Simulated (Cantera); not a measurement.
What does this Cantera script print?

```python
import numpy as np
import cantera as ct

gas_names = """
    CL CL2 H HCL H2 N NH NH2 NH3 N2 N2H2 N2H4 Si SiCL SiCL2 SiCL3 SiCL4 SiH SiHCL3 SiH2 SiH2CL2 SiH3
    SiH3CL SiH4 SiN Si2 Si2N Si3
""".split()
cond_names = """
    NH4CL(a) NH4CL(b) Si(cr) Si(L) Si3N4(a)
""".split()


# ... load() reads the species with a 1 bar reference pressure and builds the phases ...
atoms = {
    'Si2Cl6': {'Si': 2, 'CL': 6},
    'NH3': {'N': 1, 'H': 3},
}
top_T = {'Si3N4(a)': 2400}  # K; cautious upper limits of use, not melting points


# ... equilibrate(T, P, feed) seeds the gas with the atoms and calls Mixture.equilibrate('TP', solver="vcs", rtol=1e-11, max_steps=5000) ...
results = []
P = 16000  # Pa
for T in [1473, 1523, 1573, 1623, 1673, 1723, 1773, 1823, 1873, 1923, 1973]:
    for m in [0.15, 0.21, 0.3, 0.42, 0.58, 0.81, 1.1, 1.6, 2.2, 3.1]:
        feed = {'Si2Cl6': 1, 'NH3': m}  # mol
        mix = equilibrate(T, P, feed)
        results.append((T, P, feed, dict(zip(mix.species_names, mix.species_moles))))

for T, P, feed, n in results:
    print(f"{T:7g} {feed['NH3']:10.4g}  " + (" + ".join(c for c in cond_names if n.get(c, 0) > 1e-12) or "gas only"))
```

It prints:

```
   1473       0.15  Si3N4(a)
   1473       0.21  Si3N4(a)
   1473        0.3  Si3N4(a)
   1473       0.42  Si3N4(a)
   1473       0.58  Si3N4(a)
   1473       0.81  Si3N4(a)
   1473        1.1  Si3N4(a)
   1473        1.6  Si3N4(a)
   1473        2.2  Si3N4(a)
   1473        3.1  Si3N4(a)
   1523       0.15  Si3N4(a)
   1523       0.21  Si3N4(a)
   1523        0.3  Si3N4(a)
   1523       0.42  Si3N4(a)
   1523       0.58  Si3N4(a)
   1523       0.81  Si3N4(a)
   1523        1.1  Si3N4(a)
   1523        1.6  Si3N4(a)
   1523        2.2  Si3N4(a)
   1523        3.1  Si3N4(a)
   1573       0.15  Si3N4(a)
   1573       0.21  Si3N4(a)
   1573        0.3  Si3N4(a)
   1573       0.42  Si3N4(a)
   1573       0.58  Si3N4(a)
   1573       0.81  Si3N4(a)
   1573        1.1  Si3N4(a)
   1573        1.6  Si3N4(a)
   1573        2.2  Si3N4(a)
   1573        3.1  Si3N4(a)
   1623       0.15  gas only
   1623       0.21  gas only
   1623        0.3  gas only
   1623       0.42  Si3N4(a)
   1623       0.58  Si3N4(a)
   1623       0.81  Si3N4(a)
   1623        1.1  Si3N4(a)
   1623        1.6  Si3N4(a)
   1623        2.2  Si3N4(a)
   1623        3.1  Si3N4(a)
   1673       0.15  gas only
   1673       0.21  gas only
   1673        0.3  gas only
   1673       0.42  gas only
   1673       0.58  gas only
   1673       0.81  Si3N4(a)
   1673        1.1  Si3N4(a)
   1673        1.6  Si3N4(a)
   1673        2.2  Si3N4(a)
   1673        3.1  Si3N4(a)
   1723       0.15  gas only
   1723       0.21  gas only
   1723        0.3  gas only
   1723       0.42  gas only
   1723       0.58  gas only
   1723       0.81  gas only
   1723        1.1  gas only
   1723        1.6  Si3N4(a)
   1723        2.2  Si3N4(a)
   1723        3.1  Si3N4(a)
   1773       0.15  gas only
   1773       0.21  gas only
   1773        0.3  gas only
   1773       0.42  gas only
   1773       0.58  gas only
   1773       0.81  gas only
   1773        1.1  gas only
   1773        1.6  gas only
   1773        2.2  Si3N4(a)
   1773        3.1  Si3N4(a)
   1823       0.15  gas only
   1823       0.21  gas only
   1823        0.3  gas only
   1823       0.42  gas only
   1823       0.58  gas only
   1823       0.81  gas only
   1823        1.1  gas only
   1823        1.6  gas only
   1823        2.2  gas only
   1823        3.1  Si3N4(a)
   1873       0.15  gas only
   1873       0.21  gas only
   1873        0.3  gas only
   1873       0.42  gas only
   1873       0.58  gas only
   1873       0.81  gas only
   1873        1.1  gas only
   1873        1.6  gas only
   1873        2.2  gas only
   1873        3.1  gas only
   1923       0.15  gas only
   1923       0.21  gas only
   1923        0.3  gas only
   1923       0.42  gas only
   1923       0.58  gas only
   1923       0.81  gas only
   1923        1.1  gas only
   1923        1.6  gas only
   1923        2.2  gas only
   1923        3.1  gas only
   1973       0.15  gas only
   1973       0.21  gas only
   1973        0.3  gas only
   1973       0.42  gas only
   1973       0.58  gas only
   1973       0.81  gas only
   1973        1.1  gas only
   1973        1.6  gas only
   1973        2.2  gas only
   1973        3.1  gas only
```

Method: chemical equilibrium by Gibbs-energy minimisation in Cantera with the NASA 1993 tables (ideal gas, pure condensed phases). The feed counts by its element totals alone. The tables' values for SiCl3 are old estimates.
